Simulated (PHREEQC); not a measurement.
A made-up water analysis in mg/L, 25 °C, pH 6, pe 8.4:

```json
[
 {"constituent": "Na", "mg/L": "0.0665"},
 {"constituent": "K", "mg/L": "0.0259"},
 {"constituent": "Ca", "mg/L": "0.0429"},
 {"constituent": "Mg", "mg/L": "0.000253"},
 {"constituent": "Cl", "mg/L": "0.0804"},
 {"constituent": "S(6) as SO4", "mg/L": "0.11"},
 {"constituent": "Alkalinity as HCO3", "mg/L": "0.0733"},
 {"constituent": "N(5) as NO3", "mg/L": "0.00023"},
 {"constituent": "Ba", "mg/L": "0.005"}
]
```

Valence states are taken as typed.

Equilibrium calculation in PHREEQC: ion-association model, phreeqc.dat.

Precipitation was switched off in this run.

Task: Predict the charge-balance error.

Result: charge-balance error 0.2 %.

Task: In which forms is C present?

Result: CO2 69 %, HCO3- 31 % of the C.

Species that the database lacks are ignored.
